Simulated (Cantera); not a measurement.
Cantera run, input and output.

```python
import numpy as np
import cantera as ct

gas = ct.Solution("gri30.yaml")
gas.TPX = 1050, 2400000, {'CH3OH': 1, 'O2': 1.67, 'N2': 6.27, 'H2O': 0.3}
reactor = ct.IdealGasReactor(gas, energy="on", clone=False)
net = ct.ReactorNet([reactor])
net.rtol, net.atol = 1e-08, 1e-16
show = ['CH3OH', 'O2', 'H2O', 'CH2CO', 'HCO']
times = np.geomspace(1e-06, 0.2, 14)

steps = ct.SolutionArray(gas, extra=["t"])
rows = []
print(f"{'t/s':>10s}{'T/K':>9s}{'P/Pa':>11s}" + "".join(f"{s:>11s}" for s in show))
for t in times:
    while net.time < t:
        t_next = net.step()
        steps.append(gas.state, t=t_next)
    rows.append([np.interp(t, steps.t, y) for y in (steps.T, steps.P, *steps(*show).X.T)])
    print(f"{t:10.3e}{rows[-1][0]:9.1f}{rows[-1][1]:11.4g}" + "".join(f"{x:11.3e}" for x in rows[-1][2:]))
rate = np.gradient(steps.T, steps.t)
print("integrator steps:", len(steps.t))
if steps.T.max() > steps.T[0] + 200:
    print(f"time of steepest temperature rise: {steps.t[rate.argmax()]:.4e} s")
gas.TPX = 1050, 2400000, {'CH3OH': 1, 'O2': 1.67, 'N2': 6.27, 'H2O': 0.3}
gas.equilibrate("UV")
print(f"equilibrium (UV): T = {gas.T:.1f} K  " + "  ".join(f"{s} {gas[s].X[0]:.3e}" for s in show))
```

Result:

```
       t/s      T/K       P/Pa      CH3OH         O2        H2O      CH2CO        HCO
 1.000e-06   1050.0    2.4e+06  1.082e-01  1.807e-01  3.247e-02  4.830e-22  9.400e-18
 2.557e-06   1050.0    2.4e+06  1.082e-01  1.807e-01  3.247e-02  3.168e-21  2.639e-17
 6.539e-06   1050.0    2.4e+06  1.082e-01  1.807e-01  3.247e-02  2.072e-20  7.502e-17
 1.672e-05   1050.0    2.4e+06  1.082e-01  1.807e-01  3.247e-02  1.355e-19  2.073e-16
 4.276e-05   1050.0    2.4e+06  1.082e-01  1.807e-01  3.247e-02  8.883e-19  5.498e-16
 1.094e-04   1050.0    2.4e+06  1.082e-01  1.807e-01  3.247e-02  5.830e-18  1.435e-15
 2.797e-04   1050.0    2.4e+06  1.082e-01  1.807e-01  3.247e-02  3.852e-17  3.767e-15
 7.152e-04   1050.0    2.4e+06  1.082e-01  1.807e-01  3.247e-02  2.583e-16  1.034e-14
 1.829e-03   1050.0    2.4e+06  1.082e-01  1.807e-01  3.247e-02  1.814e-15  3.512e-14
 4.677e-03   1050.0    2.4e+06  1.082e-01  1.807e-01  3.247e-02  1.587e-14  2.500e-13
 1.196e-02   1051.1  2.403e+06  1.079e-01  1.805e-01  3.270e-02  9.176e-13  5.370e-11
 3.058e-02   2872.5  7.023e+06  2.010e-14  1.894e-02  2.211e-01  7.614e-16  8.825e-08
 7.821e-02   2872.5  7.023e+06  2.010e-14  1.894e-02  2.211e-01  7.614e-16  8.825e-08
 2.000e-01   2872.5  7.023e+06  2.010e-14  1.894e-02  2.211e-01  7.614e-16  8.825e-08
integrator steps: 2557
time of steepest temperature rise: 1.4583e-02 s
equilibrium (UV): T = 2872.5 K  CH3OH 2.101e-14  O2 1.894e-02  H2O 2.211e-01  CH2CO 8.684e-16  HCO 8.825e-08
```

Cantera simulation using GRI-Mech 3.0 (53 species, 325 reactions); the numbers are that mechanism's predictions, not measurements. GRI-Mech 3.0 was tuned for natural gas; its chemistry of methanol as a main component is partial and can be far from experiment. The pressure lies above the range GRI-Mech 3.0 was tuned for (to about 10 atm).
